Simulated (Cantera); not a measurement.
## Equilibrium for hydrogen reduction and annealing atmospheres: Fe3O4 + H2

Charge: 1 mol Fe3O4, 180 mol H2, equilibrated at 38.3 Torr.

Equilibrium computed with Cantera from the NASA thermochemical tables; the gas is ideal and each condensed phase is pure. Candidate condensed phases: Fe, FeO, Fe(OH)2, Fe(OH)3, Fe2O3, Fe3O4, H2O; 12 gas species. Kinetics and transport are ignored.

From 377 °C to 877 °C the condensed part is Fe(α). From 977 °C to 1277 °C the condensed part is Fe(γ).

| T (°C) | x H2 | x H2O | x H | x Fe | x OH | x Fe(OH)2 | n Fe(α) | n Fe(γ) |
|---|---|---|---|---|---|---|---|---|
| 377 | 0.978 | 0.0222 | <1e-12 | <1e-12 | <1e-12 | <1e-12 | 3.00 | 0 |
| 477 | 0.978 | 0.0222 | 1.39e-12 | <1e-12 | <1e-12 | <1e-12 | 3.00 | 0 |
| 577 | 0.978 | 0.0222 | 8.97e-11 | <1e-12 | <1e-12 | 1.06e-12 | 3.00 | 0 |
| 677 | 0.978 | 0.0222 | 2.44e-9 | <1e-12 | <1e-12 | 1.15e-11 | 3.00 | 0 |
| 777 | 0.978 | 0.0222 | 3.55e-8 | 3.01e-12 | 2.58e-12 | 7.94e-11 | 3.00 | 0 |
| 877 | 0.978 | 0.0222 | 3.27e-7 | 1.68e-10 | 4.49e-11 | 3.86e-10 | 3.00 | 0 |
| 977 | 0.978 | 0.0222 | 2.12e-6 | 4.86e-9 | 4.96e-10 | 1.45e-9 | 0 | 3.00 |
| 1077 | 0.978 | 0.0222 | 1.04e-5 | 8.43e-8 | 3.85e-9 | 4.51e-9 | 0 | 3.00 |
| 1177 | 0.978 | 0.0222 | 4.14e-5 | 9.79e-7 | 2.26e-8 | 1.20e-8 | 0 | 3.00 |
| 1277 | 0.978 | 0.0222 | 0.000138 | 8.22e-6 | 1.05e-7 | 2.84e-8 | 0 | 3.00 |
x: gas mole fraction; n: condensed amount in mol.
